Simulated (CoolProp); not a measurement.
R124 at 293.15 K and 0.233 MPa flows at 5.4 m/s in a round tube of 10 mm bore and 0.25 µm roughness, fully developed (64/Re and Nu = 3.66 if laminar; Colebrook and Gnielinski if turbulent). Each further row changes one setting.

Model: reference Helmholtz-energy equation of state, de Vries 1995, in CoolProp.

```json
[
 {"case": "as stated", "Reynolds number": "59500", "Darcy friction factor": "0.0202", "pressure drop (Pa/m)": "[?]", "heat-transfer coefficient (W/(m² K))": "161", "mass flow (kg/h)": "[?]"},
 {"case": "velocity 10.8 m/s", "Reynolds number": "119000", "Darcy friction factor": "[?]", "pressure drop (Pa/m)": "[?]", "heat-transfer coefficient (W/(m² K))": "278", "mass flow (kg/h)": "[?]"},
 {"case": "diameter 20 mm", "Reynolds number": "119000", "Darcy friction factor": "[?]", "pressure drop (Pa/m)": "178", "heat-transfer coefficient (W/(m² K))": "139", "mass flow (kg/h)": "85.4"}
]
```

What belongs in the gaps?


- as stated, pressure drop (Pa/m): 412
- as stated, mass flow (kg/h): 21.3
- velocity 10.8 m/s, Darcy friction factor: 0.0175
- velocity 10.8 m/s, pressure drop (Pa/m): 1430
- velocity 10.8 m/s, mass flow (kg/h): 42.7
- diameter 20 mm, Darcy friction factor: 0.0174

Viscosity comes from a separate model (Bell 2016), an estimate that may be off by 10 % or more. Thermal conductivity comes from a separate model (Huber 2003), an estimate that may be off by 10 % or more.
